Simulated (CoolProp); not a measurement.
A simple Rankine cycle with R365MFC: condensing at 320.15 K, boiler at 1.58 MPa, turbine inlet 424.4 K, turbine efficiency 0.9, pump efficiency 0.8, no recuperator. Each further row changes one setting.

Model: reference Helmholtz-energy equation of state, Lemmon 2016, in CoolProp.

```csv
case,thermal efficiency (%),net work (kJ/kg),heat in (kJ/kg),turbine exit temperature (K),volume ratio over the turbine
as stated,15.1,42.0,278,…,…
turbine inlet 444.4 K,…,45.8,…,389.5,13.6
condensing temperature 312.15 K,…,47.0,289,…,19.2
boiler pressure 1.11 MPa,13.4,38.7,289,…,…
turbine efficiency 0.8,13.4,37.2,278,370.9,14.8
```

Problem. What belongs in the gaps?

Solution. 
- as stated, turbine exit temperature (K): 366.7
- as stated, volume ratio over the turbine: 14.6
- turbine inlet 444.4 K, thermal efficiency (%): 14.9
- turbine inlet 444.4 K, heat in (kJ/kg): 308
- condensing temperature 312.15 K, thermal efficiency (%): 16.3
- condensing temperature 312.15 K, turbine exit temperature (K): 361.7
- boiler pressure 1.11 MPa, turbine exit temperature (K): 379.0
- boiler pressure 1.11 MPa, volume ratio over the turbine: 9.20
